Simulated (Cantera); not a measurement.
A closed system holds: 1 mol trisilylamine, 44 mol NH₃, 2.9 mol H₂.

Method: chemical equilibrium by Gibbs-energy minimisation in Cantera with the NASA 1993 tables (ideal gas, pure condensed phases). Candidate condensed phases: Si, Si₃N₄; 18 gas species. The feed counts by its element totals alone. Mutual solubility and eutectic melting of coexisting phases are not modelled. Rates play no part.

Stable condensed phases, one row left out:

```
T in °C \ P in Pa
              5     21     85    350   1400   5900  24000 100000
   1627       A      A      B      B      B      B      C      C
   1527       A      B      B      B      B      C      C      C
   1327       B      B      B      C      C      C      C      C
   1227       B      D      C      C      C      C      C      C
   1127       C      C      C      C      C      C      C      C
   1027       C      C      C      C      C      C      C      C
    927       C      C      C      C      C      C      C      C
    827       C      C      C      C      C      C      C      C
    727       C      C      C      C      C      C      C      C
```

A: gas only; B: Si; C: Si₃N₄; D: Si + Si₃N₄.

### Question
Give the row for 1427 °C.

### Answer
5: Si; 21: Si; 85: Si; 350: Si; 1400: Si₃N₄; 5900: Si₃N₄; 24000: Si₃N₄; 100000: Si₃N₄.
